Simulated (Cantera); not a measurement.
An isothermal plug-flow reactor at 648 K and 500000 Pa (inlet), inlet velocity 4.2 m/s, active area per volume 510 1/m; feed H2 : O2 : N2 = 0.016 : 0.077 : 0.79 (molar parts), equivalence ratio 0.10.

Cantera simulation using Deutschmann's 1995 Pt surface mechanism with GRI-Mech 3.0 gas chemistry; the numbers are that mechanism's predictions, not measurements. Catalytic surfaces can have several steady states; this one follows from the mechanism file's or the stated starting coverage. Mass transfer to the wall is taken as infinitely fast.

Question: Predict: x(H2) at z = 0.0034 m; x(O2) at z = 0.0034 m; x(H2O) at z = 0.0034 m; θ(free Pt) at the exit; θ(O*) at the exit; θ(OH*) at the exit.

Answer: 
| Quantity | Result |
|---|---|
| x(H2) at z = 0.0034 m | 0.00311 |
| x(O2) at z = 0.0034 m | 0.0803 |
| x(H2O) at z = 0.0034 m | 0.0151 |
| θ(free Pt) at the exit | 0.0665 |
| θ(O*) at the exit | 0.913 |
| θ(OH*) at the exit | 0.0202 |
